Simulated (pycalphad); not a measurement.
**Effect of B content in Hf-B**

All values are pycalphad results on the COST 507 light-alloy database (1999) (1 atm), not direct measurements. The database dates from 1999; later assessments differ in places, in temperatures and in the compounds included. Phase fractions are per mole of atoms. Diffusion is slow at the low end, where real alloys seldom reach equilibrium.

```
alloy                liquidus (K)  first solid  solidus (K)             phases at 650 K
-------------------  ------------  -----------  -----------  --------------------------
Hf-0.006062B (wt.%)          2504       BCC_A2         2470  HCP_A3 1.00, BM under 0.01
Hf-0.01214B (wt.%)              ?       BCC_A2            ?  HCP_A3 1.00, BM under 0.01
Hf-0.03654B (wt.%)           2495       BCC_A2         2279        HCP_A3 0.99, BM 0.01
```

Fill in the missing entries.


- Hf-0.01214B (wt.%), liquidus (K): 2502
- Hf-0.01214B (wt.%), solidus (K): 2431

Database names, with the compositions (at.%) that they take in these runs: BM: Hf 50 B 50. BCC_A2 is bcc; HCP_A3 is hcp.
